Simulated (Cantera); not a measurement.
A perfectly stirred reactor is fed with 12.8 % CH₄, 18.3 % O₂, 68.8 % N₂, equivalence ratio 1.4, at 158 Torr; it is adiabatic with a 400 K inlet, and is followed from long to short residence time, starting on the burning branch (τ in s: 0.053, 0.016, 0.0046, 0.0014, 0.00041, 0.00012, 3.6e-05, 1.1e-05, 3.1e-06).

Detailed kinetics in Cantera: GRI-Mech 3.0 (53 species, 325 reactions).

One state of this run: T (K) = 1984; x CH₄ = 0.000108; x O₂ = 0.000742; x H₂O₂ = 1.08e-8; x CO₂ = 0.0452; x CO = 0.0734. x: mole fraction; the columns are a selection and need not sum to one.

Task: Which value of τ (s) does it belong to?
A) 0.016
B) 3.1e-6
C) 3.6e-5
D) 0.0046

Result: A, 0.016
